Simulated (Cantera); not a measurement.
An adiabatic, constant-volume homogeneous reactor starts with CH4 : O2 : N2 = 1 : 4.44 : 16.7 (molar parts), equivalence ratio 0.45, at 1750 K and 1500 Torr.

Model: GRI-Mech 3.0 (53 species, 325 reactions), integrated in Cantera.

Predict: time of steepest temperature rise; temperature at 2.00 s; equilibrium temperature; x(O2) at 2.00 s; x(CO2) at 2.00 s; x(OH) at 2.00 s; x(H2O2) at 2.00 s.


* **time of steepest temperature rise**: 75.7 µs
* **temperature at 2.00 s**: 2676 K
* **equilibrium temperature**: 2676 K
* **x(O2) at 2.00 s**: 0.0970 (gas-phase equilibrium 0.0970)
* **x(CO2) at 2.00 s**: 0.0385 (gas-phase equilibrium 0.0385)
* **x(OH) at 2.00 s**: 0.0135 (gas-phase equilibrium 0.0135)
* **x(H2O2) at 2.00 s**: 4.40e-7 (gas-phase equilibrium 4.40e-7)
